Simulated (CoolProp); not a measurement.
A closed Brayton cycle with carbon dioxide: compressor inlet 305.15 K and 8.3 MPa, high pressure 26.1 MPa, turbine inlet 840 K, compressor efficiency 0.85, turbine efficiency 0.93, recuperator effectiveness 0.95 (on enthalpy, no pinch check). Each further row changes one setting.

Computed with CoolProp (reference Helmholtz-energy equation of state, Span 1996).

```tsv
case	thermal efficiency (%)	net work (kJ/kg)	compressor to turbine work	compressor exit (K)	turbine exit (K)
as stated	___	128	0.18	335.9	698.1
turbine inlet 790 K	___	___	0.19	335.9	___
compressor inlet 315.15 K	39.1	___	0.32	___	698.1
high pressure 22.2 MPa	___	114	0.16	330.6	___
recuperator effectiveness 0.5	24.9	128	0.18	335.9	698.1
```

Q: Some entries are withheld; supply them.

A: 
- as stated, thermal efficiency (%): 40.4
- turbine inlet 790 K, thermal efficiency (%): 38.6
- turbine inlet 790 K, net work (kJ/kg): 118
- turbine inlet 790 K, turbine exit (K): 653.2
- compressor inlet 315.15 K, net work (kJ/kg): 106
- compressor inlet 315.15 K, compressor exit (K): 397.5
- high pressure 22.2 MPa, thermal efficiency (%): 38.7
- high pressure 22.2 MPa, turbine exit (K): 717.5
